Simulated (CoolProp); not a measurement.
The numbers come from the reference Helmholtz-energy equation of state, Platzer 1990 in CoolProp. This equation is an older, rougher fit; its heat capacities, sound speeds and derivatives of the liquid may be far off and weren't checked against measurements.

### Question
Give the vapour pressure (MPa), vapour Z, liquid viscosity (µPa s), liquid conductivity (mW/(m K)) of saturated CF4 (R14) at 190.7, 220.1 K.

### Answer
| T (K) | p (MPa) | vapour Z | liquid viscosity (µPa s) | liquid conductivity (mW/(m K)) |
|---|---|---|---|---|
| 190.7 | 1.10 | 0.795 | 113 | 61.5 |
| 220.1 | 3.01 | 0.529 | 63.6 | 39.8 |

Viscosity comes from a separate model (Huber 2003), an estimate that may be off by 10 % or more. Thermal conductivity comes from a separate model (Huber 2003), an estimate that may be off by 10 % or more.
